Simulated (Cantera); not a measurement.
An isothermal, constant-pressure homogeneous reactor starts with CH4 : H2O = 1 : 1.6 (molar parts), at 1325 K and 2900000 Pa. Integrator tolerance rtol = 1e-08.

Detailed kinetics in Cantera: GRI-Mech 3.0 (53 species, 325 reactions). The pressure lies above the range GRI-Mech 3.0 was tuned for (to about 10 atm).

**Question.** What does this change do: pressure from 2900000 Pa to 1000000 Pa?

**Answer.** 
```tsv
quantity	before	after
x(CH4) at 10.0 s	0.311 (gas-phase equilibrium 0.0155)	0.279 (gas-phase equilibrium 0.00239)
x(H2O) at 10.0 s	0.566 (gas-phase equilibrium 0.130)	0.561 (gas-phase equilibrium 0.115)
x(CO) at 10.0 s	0.00350 (gas-phase equilibrium 0.188)	0.00402 (gas-phase equilibrium 0.198)
x(CH3) at 10.0 s	6.31e-6 (gas-phase equilibrium 1.17e-7)	8.56e-6 (gas-phase equilibrium 3.01e-8)
x(HO2) at 10.0 s	<1e-12 (gas-phase equilibrium <1e-12)	<1e-12 (gas-phase equilibrium <1e-12)
```
